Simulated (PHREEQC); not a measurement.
1 kg of water holding 0.024 mol NaHCO3 meets 20 L of dry gas (H2S 1 by moles) at fixed total pressure, at 100 °C; fugacities by Peng-Robinson. The gases take part in no redox reaction, some water evaporates into the gas, and hydrates or a liquid gas phase aren't modelled. Nothing may precipitate in this run.

Computed with PHREEQC (ion-association model, phreeqc.dat).

| P (atm) | dissolved H2S (mol/kgw) | φ of H2S | pH |
|---|---|---|---|
| 1 | 0.00396 | 0.999 | 7.23 |
| 2 | … | 0.993 | 6.08 |
| 3 | … | 0.988 | 5.84 |
| 5 | … | 0.979 | 5.59 |
| 7.5 | 0.254 | … | 5.41 |
| 10 | 0.340 | 0.958 | 5.29 |
| 15 | 0.503 | 0.937 | 5.12 |

### Question
Complete the blanks.

### Answer

- 2, dissolved H2S (mol/kgw): 0.0530
- 3, dissolved H2S (mol/kgw): 0.0921
- 5, dissolved H2S (mol/kgw): 0.166
- 7.5, φ of H2S: 0.968

Complexes and solids missing from the database can't appear. At this temperature some constants are extrapolated from 25 °C, and those without enthalpy data are left unchanged.
